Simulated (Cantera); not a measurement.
Charge: 1 mol CsOH, 1.8 mol H2, 1.1 mol H2O, equilibrated at 877 °C and 7.90 bar.

Method: chemical equilibrium by Gibbs-energy minimisation in Cantera with the NASA 1993 tables (ideal gas, pure condensed phases). Candidate condensed phases: Cs, CsOH, H2O; 15 gas species. Equilibrium is a limit: real reactors are often held back by kinetics, nucleation or transport.

Base state: H2 0.591, H2O 0.361, CsOH 0.0424, Cs2(OH)2 0.00536, Cs 0.000164 (mole fractions); condensed: CsOH(l).

Q: What changes in the equilibrium state with this change: temperature from 877 °C to 725 °C?

A: 
```
species         before    after
------------  --------  -------
H2               0.591    0.616
H2O              0.361    0.376
CsOH            0.0424  0.00582
Cs            0.000164  5.56e-6
Cs2(OH)2       0.00536  0.00160
CsOH(l), mol     0.838    0.974
```
